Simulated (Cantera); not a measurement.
What does this Cantera script print?

```python
import numpy as np
import cantera as ct

gas_names = """
    H HNO HNO2 HNO3 HO2 H2 H2O H2O2 N NH NH2 NH3 NH2OH NO NO2 NO3 N2 N2H2 N2H4 N2O O OH O2 O3 Si SiH
    SiH2 SiH3 SiH4 SiN SiO SiO2 Si2 Si2N Si3
""".split()
cond_names = """
    H2O(s) H2O(L) Si(cr) Si(L) SiO2(Lqz) SiO2(hqz) SiO2(L) Si2N2O(s) Si3N4(a)
""".split()


# ... load() reads the species with a 1 bar reference pressure and builds the phases ...
atoms = {
    'SiH4': {'Si': 1, 'H': 4},
    'NO': {'N': 1, 'O': 1},
    'N2': {'N': 2},
}
top_T = {'Si2N2O(s)': 2100, 'Si3N4(a)': 2400}  # K; cautious upper limits of use, not melting points


# ... equilibrate(T, P, feed) seeds the gas with the atoms and calls Mixture.equilibrate('TP', solver="vcs", rtol=1e-11, max_steps=5000) ...
results = []
T = 2023.15  # K
P = 14000  # Pa
for m in [1.5, 2, 2.9, 4, 5.6, 7.8, 11, 15, 21]:
    feed = {'SiH4': 1, 'NO': m, 'N2': 1}  # mol
    mix = equilibrate(T, P, feed)
    results.append((T, P, feed, dict(zip(mix.species_names, mix.species_moles))))

top = {s: max(r[3][s] / sum(r[3][g] for g in gas_names) for r in results) for s in gas_names}
cols = sorted((s for s in top if top[s] > 0.0001), key=lambda s: -top[s])[:6]
seen = [c for c in cond_names if any(r[3].get(c, 0) > 1e-12 for r in results)]
print("log10 of partial pressures in bar; condensed amounts in mol")
print(f"{'n(NO)':>10s}" + "".join(f"{s[:9]:>10s}" for s in cols + seen))
for T, P, feed, n in results:
    ng = sum(n[g] for g in gas_names)
    print(f"{feed['NO']:10.4g}" + "".join(f"{np.log10(max(n[s] / ng * P / 1e5, 1e-99)):10.3f}" for s in cols)
          + "".join(f"{n.get(c, 0):10.4g}" for c in seen))
```

It prints:

```
log10 of partial pressures in bar; condensed amounts in mol
     n(NO)        N2        H2       H2O        O2       SiO        NO   SiO2(L)
       1.5    -1.241    -1.187    -3.400   -11.355    -1.775    -7.996    0.4878
         2    -1.164    -1.182    -2.585    -9.735    -2.585    -7.147    0.9241
       2.9    -1.114    -1.465    -1.548    -7.094    -3.905    -5.802     0.996
         4    -1.078    -3.006    -1.263    -3.443    -5.730    -3.959    0.9999
       5.6    -1.097    -3.951    -1.379    -1.786    -6.559    -3.139         1
       7.8    -1.112    -4.204    -1.505    -1.531    -6.687    -3.019         1
        11    -1.124    -4.406    -1.641    -1.398    -6.753    -2.959         1
        15    -1.133    -4.569    -1.767    -1.326    -6.789    -2.927    0.9999
        21    -1.140    -4.734    -1.907    -1.275    -6.815    -2.905    0.9999
```

Cantera equilibrium calculation (NASA polynomials, part measured and part estimated; ideal gas, pure solids and liquids). The tables hold silica as quartz up to 1696 K and as liquid above; real silica turns to tridymite and cristobalite and melts near 1996 K. Gases not in the tables: Si(OH)4.
